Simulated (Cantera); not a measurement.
Feed: 1 mol Fe, 2.7 mol HCl, 5.1 mol N₂, equilibrated at 2700 Torr.

Method: chemical equilibrium by Gibbs-energy minimisation in Cantera with the NASA 1993 tables (ideal gas, pure condensed phases). Candidate condensed phases: Fe, FeCl₂, FeCl₃, NH₄Cl; 18 gas species. Mutual solubility and eutectic melting of coexisting phases are not modelled. Rates play no part.

log p: log10 of the partial pressure in bar; n: condensed amount in mol.

| T (K) | log p N₂ | log p H₂ | log p HCl | log p FeCl₂ | log p Fe₂Cl₄ | log p NH₃ | n FeCl₂(s) | n FeCl₂(l) | n Fe(α) | n Fe(γ) |
|---|---|---|---|---|---|---|---|---|---|---|
| 898 | 0.43 | -0.28 | -0.43 | -2.68 | -3.46 | -3.11 | 0.995 | 0 | 0 | 0 |
| 948 | 0.43 | -0.28 | -0.43 | -2.11 | -2.75 | -3.28 | 0.978 | 0 | 0 | 0 |
| 998 | 0.43 | -0.28 | -0.43 | -1.71 | -2.35 | -3.43 | 0 | 0.946 | 0 | 0 |
| 1048 | 0.42 | -0.28 | -0.44 | -1.36 | -2.00 | -3.58 | 0 | 0.878 | 0 | 0 |
| 1098 | 0.41 | -0.31 | -0.39 | -1.04 | -1.70 | -3.76 | 0 | 0.696 | 0.0476 | 0 |
| 1148 | 0.40 | -0.38 | -0.32 | -0.76 | -1.43 | -3.98 | 0 | 0.352 | 0.140 | 0 |
| 1198 | 0.38 | -0.43 | -0.28 | -0.57 | -1.30 | -4.17 | 0 | 0 | 0 | 0.206 |
| 1248 | 0.38 | -0.43 | -0.29 | -0.52 | -1.46 | -4.27 | 0 | 0 | 0 | 0.200 |
| 1298 | 0.37 | -0.42 | -0.30 | -0.48 | -1.61 | -4.35 | 0 | 0 | 0 | 0.190 |
| 1348 | 0.37 | -0.42 | -0.31 | -0.46 | (withheld) | (withheld) | 0 | 0 | 0 | 0.178 |
| 1398 | 0.37 | -0.41 | -0.32 | -0.44 | (withheld) | (withheld) | 0 | 0 | 0 | 0.166 |
| 1448 | 0.37 | -0.41 | -0.33 | -0.43 | -2.08 | -4.56 | 0 | 0 | 0 | 0.153 |

**Question.** Some entries are withheld; supply them.

**Answer.** 
- 1398, log p Fe₂Cl₄: -1.93
- 1398, log p NH₃: -4.50
- 1348, log p Fe₂Cl₄: -1.77
- 1348, log p NH₃: -4.43
